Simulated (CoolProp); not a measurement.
The fluid at 298.15 K and 0.228 MPa is compressed adiabatically to 0.638 MPa with isentropic efficiency 0.85. The same conditions are run with several fluids, on thermodynamics alone (safety and materials aside).

Computed with CoolProp (reference Helmholtz-energy equation of state of each fluid (CH3F (R41): Lemmon 2006; sulfur dioxide: Gao 2016; C2F6 (R116): Lemmon 2006; R410A: Lemmon 2003; R22: Kamei 1995)). Blends and air are pseudo-pure fits.

Rank CH3F (R41), sulfur dioxide, C2F6 (R116), R410A, R22 by work (kJ/kg), highest first.

CH3F (R41) (96.6), sulfur dioxide (49.9), R410A (42.8), R22 (35.9), C2F6 (R116) (21.9)

```tsv
fluid	final temperature (K)	final density (kg/m³)
CH3F (R41)	382.5	6.99
sulfur dioxide	378.9	13.6
C2F6 (R116)	328.2	33.9
R410A	352.1	16.6
R22	354.9	19.7
```
